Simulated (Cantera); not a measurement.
Chemical vapour transport: MgO + HI + H₂

Feed: 1 mol MgO, 0.061 mol HI, 0.21 mol H₂, at 0.100 bar.

These are equilibrium values from Cantera (NASA tables, ideal gas, pure condensed phases), not measurements of a reactor. Candidate condensed phases: H₂O, I₂, Mg, MgI₂, MgO, Mg(OH)₂; 20 gas species. The numbers say what is thermodynamically allowed, not how fast it happens.

At 700 K the condensed part is MgI₂(s) + MgO(s). From 800 K to 1600 K the condensed part is MgO(s). The main Mg-bearing gas is MgI₂ throughout.

```csv
T (K),x H₂,x HI,x I,x H₂O,x MgI₂,n MgI₂(s),n MgO(s)
700,0.776,0.223,0.000113,0.000102,1.33e-5,2.41e-5,1.000
800,0.776,0.221,0.000667,0.000170,0.000170,0,1.000
900,0.777,0.218,0.00264,0.000545,0.000545,0,1.000
1000,0.778,0.210,0.00776,0.00134,0.00134,0,1.000
1100,0.779,0.196,0.0181,0.00267,0.00267,0,0.999
1200,0.781,0.174,0.0346,0.00443,0.00443,0,0.999
1300,0.783,0.147,0.0560,0.00633,0.00633,0,0.998
1400,0.785,0.119,0.0790,0.00798,0.00797,0,0.998
1500,0.787,0.0936,0.101,0.00918,0.00913,0,0.997
1600,0.788,0.0723,0.119,0.00994,0.00973,0,0.997
```
x: gas mole fraction; n: condensed amount in mol.
